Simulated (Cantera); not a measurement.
A Cantera script and its output.

```python
import numpy as np
import cantera as ct

gas = ct.Solution("h2o2.yaml")
gas.TPX = 1125, 1000, {'H2': 0.0059, 'O2': 1, 'H2O': 0.022}
reactor = ct.IdealGasConstPressureReactor(gas, energy="off", clone=False)
net = ct.ReactorNet([reactor])
net.rtol, net.atol = 1e-08, 1e-18
show = ['H2', 'O2', 'H2O2', 'OH', 'O']
times = np.geomspace(9e-05, 4, 11)

steps = ct.SolutionArray(gas, extra=["t"])
rows = []
print(f"{'t/s':>10s}{'T/K':>9s}{'P/Pa':>11s}" + "".join(f"{s:>11s}" for s in show))
for t in times:
    while net.time < t:
        t_next = net.step()
        steps.append(gas.state, t=t_next)
    rows.append([np.interp(t, steps.t, y) for y in (steps.T, steps.P, *steps(*show).X.T)])
    print(f"{t:10.3e}{rows[-1][0]:9.1f}{rows[-1][1]:11.4g}" + "".join(f"{x:11.3e}" for x in rows[-1][2:]))
rate = np.gradient(steps.T, steps.t)
print("integrator steps:", len(steps.t))
if steps.T.max() > steps.T[0] + 200:
    print(f"time of steepest temperature rise: {steps.t[rate.argmax()]:.4e} s")
gas.TPX = 1125, 1000, {'H2': 0.0059, 'O2': 1, 'H2O': 0.022}
gas.equilibrate("TP")
print(f"equilibrium (TP): T = {gas.T:.1f} K  " + "  ".join(f"{s} {gas[s].X[0]:.3e}" for s in show))
```

It prints:

```
       t/s      T/K       P/Pa         H2         O2       H2O2         OH          O
 9.000e-05   1125.0       1000  5.740e-03  9.729e-01  6.434e-16  3.032e-11  2.980e-11
 2.624e-04   1125.0       1000  5.740e-03  9.729e-01  5.473e-15  1.556e-10  1.617e-10
 7.653e-04   1125.0       1000  5.740e-03  9.729e-01  4.648e-14  6.449e-10  7.470e-10
 2.231e-03   1125.0       1000  5.740e-03  9.729e-01  3.938e-13  3.422e-09  4.631e-09
 6.507e-03   1125.0       1000  5.740e-03  9.729e-01  3.413e-12  8.519e-08  1.244e-07
 1.897e-02   1125.0       1000  4.809e-03  9.720e-01  1.121e-08  3.870e-04  6.333e-04
 5.533e-02   1125.0       1000  5.779e-05  9.686e-01  3.614e-08  6.928e-04  3.736e-03
 1.613e-01   1125.0       1000  3.244e-05  9.704e-01  3.343e-08  5.201e-04  2.097e-03
 4.704e-01   1125.0       1000  1.061e-05  9.719e-01  2.618e-08  2.987e-04  6.881e-04
 1.372e+00   1125.0       1000  2.149e-06  9.726e-01  1.481e-08  1.355e-04  1.408e-04
 4.000e+00   1125.0       1000  3.736e-07  9.727e-01  5.867e-09  5.696e-05  2.477e-05
integrator steps: 1248
equilibrium (TP): T = 1125.0 K  H2 6.696e-10  O2 9.728e-01  H2O2 3.145e-11  OH 2.451e-06  O 4.582e-08
```

Detailed kinetics in Cantera: the H2/O2 subset of GRI-Mech 3.0, which has no nitrogen chemistry. Radical loss at walls, strong at low pressure, is not modelled.
